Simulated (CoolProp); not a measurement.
Vapour-liquid equilibrium of propylene (1) + benzene (2) at 64.55 °C; x and y are mole fractions of (1).

Computed with CoolProp (multi-fluid Helmholtz-energy mixture model, Lemmon 2013 and Thol 2012; pair parameters Bell 2016).

```csv
x,bubble pressure (MPa),y at the bubble point,dew pressure at overall composition x (MPa),liquid density (mol/L)
0.05,0.2371,0.741,0.06447,10.71
0.15,0.5620,0.891,0.07211,10.85
0.25,0.8532,0.929,0.08179,10.98
0.35,1.115,0.947,0.09443,11.09
0.45,1.353,0.958,0.1117,11.17
0.55,1.575,0.965,0.1365,11.22
0.65,1.792,0.972,0.1756,11.21
0.75,2.015,0.978,0.2458,11.12
0.85,2.264,0.985,0.4090,10.89
0.95,2.571,0.994,1.174,10.43
```

No azeotrope shows between x = 0.05 and 0.95.

The pair parameters rest on a limited set of measurements; away from them the model extrapolates. The gap from Raoult's law changes sign with composition, which may be real or a fault of the pair parameters; it wasn't checked against measurements.
